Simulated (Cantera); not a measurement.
# Hydrocarbon pyrolysis for carbon deposition

An isothermal, constant-pressure homogeneous reactor starts with 12.3 % CH4, 87.7 % H2, at 1425 K and 0.0132 atm.

Model: GRI-Mech 3.0 (53 species, 325 reactions), integrated in Cantera. GRI-Mech 3.0 stops at C3 and has no aromatics, soot or wall deposition, so with more carbon than oxygen in the feed, carbon stays in small species such as C2H2 where larger ones or solid carbon would form. Radical loss at walls, strong at low pressure, is not modelled.

```csv
t (s),x CH4,x H2,x C2H4,x H,x CH3,x C2H6,x C2H
4.00e-6,0.123,0.877,<1e-12,8.50e-10,9.06e-10,<1e-12,<1e-12
1.51e-5,0.123,0.877,<1e-12,2.97e-9,3.67e-9,<1e-12,<1e-12
5.71e-5,0.123,0.877,<1e-12,9.16e-9,1.59e-8,<1e-12,<1e-12
0.000216,0.123,0.877,<1e-12,2.78e-8,6.70e-8,<1e-12,<1e-12
0.000816,0.123,0.877,<1e-12,9.67e-8,2.62e-7,<1e-12,<1e-12
0.00309,0.123,0.877,3.06e-11,3.57e-7,9.98e-7,4.78e-11,<1e-12
0.0117,0.123,0.877,1.72e-9,1.34e-6,3.78e-6,2.46e-9,<1e-12
0.0441,0.123,0.877,9.50e-8,5.00e-6,1.41e-5,1.07e-7,<1e-12
0.167,0.123,0.877,5.31e-6,1.70e-5,4.81e-5,2.33e-6,<1e-12
0.630,0.123,0.877,0.000100,3.14e-5,8.84e-5,7.77e-6,1.98e-12
2.38,0.121,0.878,0.000190,3.21e-5,8.89e-5,7.83e-6,2.94e-11
9.00,0.115,0.881,0.000197,3.26e-5,8.57e-5,7.21e-6,1.43e-10
```
x: mole fraction; the columns are a selection and need not sum to one.

Equilibrium at this temperature and pressure: CH4 0.00552, H2 0.942, C2H4 0.000406, H 5.77e-5, CH3 6.79e-6, C2H6 8.04e-8, C2H 3.68e-9 (gas phase only).
